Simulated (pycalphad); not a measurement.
**Effect of Al content in Si-Al**

Computed with pycalphad from the COST 507 light-alloy database (1999), at 1 atm. The database dates from 1999; later assessments differ in places, in temperatures and in the compounds included. Phase fractions are per mole of atoms.

```json
[
 {"alloy": "Si-0.06Al (at.%)", "liquidus (°C)": "1414", "first solid": "diamond (Si)", "solidus (°C)": "577", "phases at 227 °C": "diamond (Si) 1.00, fcc under 0.01"},
 {"alloy": "Si-0.13Al (at.%)", "liquidus (°C)": "1413", "first solid": "diamond (Si)", "solidus (°C)": "577", "phases at 227 °C": "diamond (Si) 1.00, fcc under 0.01"},
 {"alloy": "Si-0.26Al (at.%)", "liquidus (°C)": "1413", "first solid": "diamond (Si)", "solidus (°C)": "577", "phases at 227 °C": "diamond (Si) 1.00, fcc under 0.01"},
 {"alloy": "Si-0.52Al (at.%)", "liquidus (°C)": "1411", "first solid": "diamond (Si)", "solidus (°C)": "577", "phases at 227 °C": "diamond (Si) 0.99, fcc 0.01"},
 {"alloy": "Si-0.78Al (at.%)", "liquidus (°C)": "1410", "first solid": "diamond (Si)", "solidus (°C)": "577", "phases at 227 °C": "diamond (Si) 0.99, fcc 0.01"},
 {"alloy": "Si-1.04Al (at.%)", "liquidus (°C)": "1409", "first solid": "diamond (Si)", "solidus (°C)": "577", "phases at 227 °C": "diamond (Si) 0.99, fcc 0.01"}
]
```
